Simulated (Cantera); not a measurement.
Input: 1 mol Si₂H₆, a varied amount of O₃, held at 1.33 mbar.

Method: chemical equilibrium by Gibbs-energy minimisation in Cantera with the NASA 1993 tables (ideal gas, pure condensed phases). Candidate condensed phases: H₂O, Si, SiO₂; 18 gas species. The feed counts by its element totals alone. Kinetics and transport are ignored.

What condenses at these points (T in °C, n(O₃) in mol): (1675, 0.098); (1800, 0.26); (1775, 0.38); (1800, 0.57); (1825, 0.26)?


```tsv
T (°C)	n(O₃) in mol	condensed phases	Si condensed (%)
1675	0.098	Si	82.2
1800	0.26	Si	44.4
1775	0.38	Si	29.6
1800	0.57	gas only	0.0
1825	0.26	Si	38.5
```
